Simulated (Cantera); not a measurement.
A closed system holds: 1 mol SiH₂Cl₂, a varied amount of H₂, at 677 °C and 2.78 Torr.

Method: chemical equilibrium by Gibbs-energy minimisation in Cantera with the NASA 1993 tables (ideal gas, pure condensed phases). Candidate condensed phases: Si; 19 gas species. Equilibrium is a limit: real reactors are often held back by kinetics, nucleation or transport.

Q: What share of the Si ends up in condensed phases as a function of n(H₂) (mol), at 18, 21, 25, 29, 33, 38, 44, 51, 59, 68, 79, 91?

A: 
```tsv
n(H₂) (mol)	Si condensed (%)	as
18	56.8	Si(s)
21	57.8	Si(s)
25	59.0	Si(s)
29	60.2	Si(s)
33	61.3	Si(s)
38	62.6	Si(s)
44	64.1	Si(s)
51	65.7	Si(s)
59	67.5	Si(s)
68	69.3	Si(s)
79	71.4	Si(s)
91	73.5	Si(s)
```
